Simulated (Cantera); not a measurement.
Charge: 1 mol Si3N4, 15 mol F2, held at 1248 K and 750 Torr.

These are equilibrium values from Cantera (NASA tables, ideal gas, pure condensed phases), not measurements of a reactor. Candidate condensed phases: Si, Si3N4; 16 gas species. Equilibrium is a limit: real reactors are often held back by kinetics, nucleation or transport.

Base state: F 0.398, F2 0.315, SiF4 0.172, N2 0.114, NF3 0.00114 (mole fractions); condensed: gas only.

Problem. What changes in the equilibrium state with this change: pressure from 750 Torr to 10.0 Torr?

Solution. 
```
species   before    after
-------  -------  -------
F          0.398    0.764
SiF4       0.172    0.132
N2         0.114   0.0883
F2         0.315   0.0155
NF3      0.00114  1.46e-7
```

Problem. What changes in the equilibrium state with this change: temperature from 1248 K to 1950 K?

Solution. 
| species | before | after |
|---|---|---|
| F | 0.398 | 0.778 |
| SiF4 | 0.172 | 0.131 |
| N2 | 0.114 | 0.0873 |
| F2 | 0.315 | 0.00366 |
| NF3 | 0.00114 | 1.67e-8 |
